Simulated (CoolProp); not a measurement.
Hydrogen chloride along the isobar 71.8 bar: fugacity coefficient from the reference equation and from simpler models built on Tc = 51.5 °C, pc = 83.14 bar, ω = 0.130; each cubic takes its own stable root.

The numbers come from the reference Helmholtz-energy equation of state, Thol 2018 in CoolProp.

```tsv
T (°C)	phase	reference
38.95	liquid	0.6193
55.65	gas	0.7061
72.35	gas	0.7510
89.05	gas	0.7859
105.75	gas	0.8141
122.45	gas	0.8375
139.15	gas	0.8573
155.85	gas	0.8741
172.55	gas	0.8886
189.25	gas	0.9012
```

Task: How far does each simpler model (van der Waals, Redlich-Kwong, Soave-Redlich-Kwong, Peng-Robinson) lie from the reference over these 10 states: mean and median of the absolute difference, and the worst?

Result: 
- van der Waals: mean 3.1 %, median 1.4 %, worst +14.4 % at 38.95 °C and 71.8 bar
- Redlich-Kwong: mean 1.6 %, median 1.0 %, worst +6.1 % at 38.95 °C and 71.8 bar
- Soave-Redlich-Kwong: mean 2.5 %, median 2.1 %, worst +4.7 % at 38.95 °C and 71.8 bar
- Peng-Robinson: mean 0.4 %, median 0.4 %, worst +1.3 % at 38.95 °C and 71.8 bar
